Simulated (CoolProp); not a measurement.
A single-stage vapour-compression cycle with R152A: evaporating at 308.15 K (dew point), condensing at 355.15 K (bubble point), superheat 8 K, subcooling 5 K, compressor efficiency 0.7, no pressure losses. Each further row changes one setting.

Model: reference Helmholtz-energy equation of state, Outcalt 1996, in CoolProp. It is a modified Benedict-Webb-Rubin equation, recast in Helmholtz form.

```json
[
 {"case": "as stated", "cooling COP": "3.52", "pressure ratio": "3.08", "discharge temperature (K)": "383.0", "refrigerating effect (kJ/kg)": "193", "volumetric capacity (kJ/m³)": "4540"},
 {"case": "evaporating temperature 313.15 K", "cooling COP": "4.09", "pressure ratio": "2.69", "discharge temperature (K)": "380.6", "refrigerating effect (kJ/kg)": "196", "volumetric capacity (kJ/m³)": "5280"},
 {"case": "condensing temperature 350.15 K", "cooling COP": "4.10", "pressure ratio": "2.77", "discharge temperature (K)": "376.4", "refrigerating effect (kJ/kg)": "204", "volumetric capacity (kJ/m³)": "4790"},
 {"case": "subcooling 10 K", "cooling COP": "3.72", "pressure ratio": "3.08", "discharge temperature (K)": "383.0", "refrigerating effect (kJ/kg)": "204", "volumetric capacity (kJ/m³)": "4800"},
 {"case": "superheat 18 K", "cooling COP": "3.54", "pressure ratio": "3.08", "discharge temperature (K)": "393.1", "refrigerating effect (kJ/kg)": "206", "volumetric capacity (kJ/m³)": "4590"},
 {"case": "compressor efficiency 0.6", "cooling COP": "3.01", "pressure ratio": "3.08", "discharge temperature (K)": "388.6", "refrigerating effect (kJ/kg)": "193", "volumetric capacity (kJ/m³)": "4540"}
]
```
